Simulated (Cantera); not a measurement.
An adiabatic, constant-volume homogeneous reactor starts with 12.0 % CH4, 18.5 % O2, 69.5 % N2, equivalence ratio 1.3, at 1273 K and 6.70 bar.

Cantera simulation using GRI-Mech 3.0 (53 species, 325 reactions); the numbers are that mechanism's predictions, not measurements. Above 3000 K some thermodynamic fits are extrapolated.

Problem. Predict: time of steepest temperature rise; temperature at 0.400 s; equilibrium temperature; x(O2) at 0.400 s; x(CO2) at 0.400 s; x(H2) at 0.400 s; x(HCN) at 0.400 s.

Solution. 
```json
{
 "time_of_steepest_temperature_rise": "3.23 ms",
 "temperature at 0.400 s": "3014 K",
 "equilibrium_temperature": "3014 K",
 "x(O2) at 0.400 s": "0.00217 (gas-phase equilibrium 0.00217)",
 "x(CO2) at 0.400 s": "0.0397 (gas-phase equilibrium 0.0397)",
 "x(H2) at 0.400 s": "0.0424 (gas-phase equilibrium 0.0424)",
 "x(HCN) at 0.400 s": "1.03e-7 (gas-phase equilibrium 1.03e-7)"
}
```
